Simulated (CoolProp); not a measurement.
Properties of dodecamethylpentasiloxane (MD3M) along the isotherm 402.3 K.

Computed with CoolProp (reference Helmholtz-energy equation of state, Thol 2019).

| p (MPa) | phase | speed of sound (m/s) | isothermal compressibility (1/MPa) | expansivity (1/kK) | fugacity coefficient |
|---|---|---|---|---|---|
| 0.0397 | liquid | 638.9 | 0.003674 | 1.335 | 0.1121 |
| 0.0795 | liquid | 639.4 | 0.003667 | 1.334 | 0.05634 |
| 0.119 | liquid | 639.9 | 0.003660 | 1.332 | 0.03786 |
| 0.159 | liquid | 640.4 | 0.003654 | 1.331 | 0.02851 |
| 0.199 | liquid | 640.9 | 0.003647 | 1.329 | 0.02291 |
| 0.238 | liquid | 641.4 | 0.003641 | 1.328 | 0.01927 |
| 0.278 | liquid | 641.9 | 0.003635 | 1.327 | 0.01660 |
| 0.318 | liquid | 642.4 | 0.003628 | 1.325 | 0.01460 |
| 0.358 | liquid | 642.9 | 0.003622 | 1.324 | 0.01304 |
| 0.397 | liquid | 643.4 | 0.003616 | 1.323 | 0.01183 |
| 0.437 | liquid | 643.9 | 0.003609 | 1.321 | 0.01081 |
| 0.477 | liquid | 644.4 | 0.003603 | 1.320 | 0.009966 |
